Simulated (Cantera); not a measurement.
Input: 1 mol CH₃F, 0.012 mol CH₄, at 1173 K and 1.50e-5 bar.

Equilibrium computed with Cantera from the NASA thermochemical tables; the gas is ideal and each condensed phase is pure. Candidate condensed phases: C, C₆H₆, C₇H₈, C₈H₁₈; 95 gas species. The numbers say what is thermodynamically allowed, not how fast it happens.

Base state: H₂ 0.506, HF 0.494, H 2.17e-5 (mole fractions); condensed: C(graphite).

**Question.** What changes in the equilibrium state with this change: CH₃F replaced by C₂F₆?

**Answer.** 
| species | before | after |
|---|---|---|
| CF₄ | <1e-9 | 0.969 |
| HF | 0.494 | 0.0312 |
| CF₂ | <1e-9 | 2.05e-5 |
| H₂ | 0.506 | <1e-9 |
| H | 2.17e-5 | <1e-9 |
| C(graphite), mol | 1.01 | 0.524 |
The feed counts by its element totals alone. Gases not in the tables: C₂F₆ and larger saturated fluorocarbons.

**Question.** What changes in the equilibrium state with this change: temperature from 1173 K to 2173.15 K?

**Answer.** 
```csv
species,before,after
H,2.17e-5,0.477
HF,0.494,0.375
H₂,0.506,0.146
F,<1e-9,0.000960
C₃,<1e-9,9.29e-5
C,<1e-9,6.28e-5
C₂H,<1e-9,3.38e-5
C₂H₂ (acetylene),3.10e-8,0.000323
"C(graphite), mol",1.01,1.01
```

**Question.** What changes in the equilibrium state with this change: temperature from 1173 K to 1650 K?

**Answer.** 
```tsv
species	before	after
H₂	0.506	0.493
HF	0.494	0.490
H	2.17e-5	0.0165
C₂H₂ (acetylene)	3.10e-8	2.25e-5
C(graphite), mol	1.01	1.01
```
